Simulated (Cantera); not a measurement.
A counterflow diffusion flame at 101000 Pa, nozzles 20 mm apart: fuel side CH₃OH = 1 (molar parts) at 375 K, oxidiser side O₂ : N₂ = 0.24 : 0.76 (molar parts) at 575 K, fuel mass flux 1.3 times the oxidiser's; mixture-averaged transport, no radiation.

Detailed kinetics in Cantera: GRI-Mech 3.0 (53 species, 325 reactions). GRI-Mech 3.0 was tuned for natural gas; its chemistry of methanol as a main component is partial and can be far from experiment. GRI-Mech 3.0 has no aromatics or soot, which form on the fuel side of real flames. The maximum strain rate includes the flame's own expansion and is several times the mean.

x: mole fraction; the columns are a selection and need not sum to one.

```csv
oxidiser flux (kg/m²/s),max strain (1/s),mean strain (1/s),T max (K),peak x OH,peak x H,peak x NO,peak x CO,peak x C₂H₂
0.25,191,36.0,2274,0.0134,0.00750,…,0.200,0.000126
0.34,250,48.9,2241,0.0137,0.00827,…,0.198,0.000156
0.45,322,64.7,2208,0.0139,0.00899,…,0.197,0.000187
0.6,417,86.3,2169,0.0139,0.00977,…,0.195,0.000224
0.79,535,114,2130,0.0138,0.0105,…,0.192,0.000262
1.1,725,158,2086,0.0137,0.0114,…,0.190,0.000315
1.4,907,201,2056,0.0137,0.0121,…,0.188,0.000357
1.9,1210,273,2015,0.0135,0.0129,…,0.186,0.000408
2.5,1560,360,1976,0.0131,0.0135,…,0.183,0.000448
```

Problem. What belongs in the gaps?

Solution. 
- 0.25, peak x NO: 0.000227
- 0.34, peak x NO: 0.000171
- 0.45, peak x NO: 0.000131
- 0.6, peak x NO: 9.93e-5
- 0.79, peak x NO: 7.77e-5
- 1.1, peak x NO: 6.07e-5
- 1.4, peak x NO: 5.24e-5
- 1.9, peak x NO: 4.37e-5
- 2.5, peak x NO: 3.72e-5
